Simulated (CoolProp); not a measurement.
Vapour-liquid equilibrium of R134a (1) + R1234ze(E) (2) at 13.2 bar; x and y are mole fractions of (1).

Values from CoolProp's multi-fluid Helmholtz-energy mixture model, Tillner-Roth 1994 and Thol 2016; pair parameters Bell 2022.

| x | bubble temperature, mixture model (K) | bubble temperature, Raoult's law (K) | y, mixture model | y, Raoult's law |
|---|---|---|---|---|
| 0.05 | 333.6 | 333.9 | 0.065 | 0.065 |
| 0.15 | 331.8 | 332.6 | 0.186 | 0.189 |
| 0.25 | 330.3 | 331.4 | 0.297 | 0.305 |
| 0.35 | 329.0 | 330.2 | 0.401 | 0.415 |
| 0.45 | 327.8 | 329.0 | 0.499 | 0.519 |
| 0.55 | 326.8 | 327.9 | 0.594 | 0.617 |
| 0.65 | 325.8 | 326.8 | 0.686 | 0.710 |
| 0.75 | 325.0 | 325.7 | 0.777 | 0.798 |
| 0.85 | 324.2 | 324.7 | 0.867 | 0.882 |
| 0.95 | 323.5 | 323.7 | 0.956 | 0.962 |

The largest gap from Raoult's law is -1.2 K in bubble temperature, at x = 0.45. No azeotrope shows between x = 0.05 and 0.95.

The pair parameters rest on a limited set of measurements; away from them the model extrapolates.
